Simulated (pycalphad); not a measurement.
## Phase fractions of Zr-0.59Si (at.%)

All values are pycalphad results on the COST 507 light-alloy database (1999) (1 atm), not direct measurements. The database dates from 1999; later assessments differ in places, in temperatures and in the compounds included. Amounts are mole fractions of atoms. Diffusion is slow at the low end, where real alloys seldom reach equilibrium.

| T (°C) | liquid | bcc | SIZR3 | hcp |
|---|---|---|---|---|
| 1847 | 1.000 | - | - | - |
| 1767 | 0.175 | 0.825 | - | - |
| 1687 | 0.108 | 0.892 | - | - |
| 1607 | 0.082 | 0.918 | - | - |
| 1527 | - | 0.976 | 0.024 | - |
| 1447 | - | 0.976 | 0.024 | - |
| 1367 | - | 0.976 | 0.024 | - |
| 1287 | - | 0.976 | 0.024 | - |
| 1207 | - | 0.976 | 0.024 | - |
| 1127 | - | 0.976 | 0.024 | - |
| 1047 | - | 0.976 | 0.024 | - |
| 967 | - | 0.976 | 0.024 | - |
| 887 | - | 0.976 | 0.024 | - |
| 807 | - | - | 0.024 | 0.976 |
| 727 | - | - | 0.024 | 0.976 |
| 647 | - | - | 0.024 | 0.976 |
| 567 | - | - | 0.024 | 0.976 |
| 487 | - | - | 0.024 | 0.976 |
| 407 | - | - | 0.024 | 0.976 |
| 327 | - | - | 0.024 | 0.976 |
| 247 | - | - | 0.024 | 0.976 |

Database names, with the compositions (at.%) that they take in these runs: SIZR3: Zr 75 Si 25.
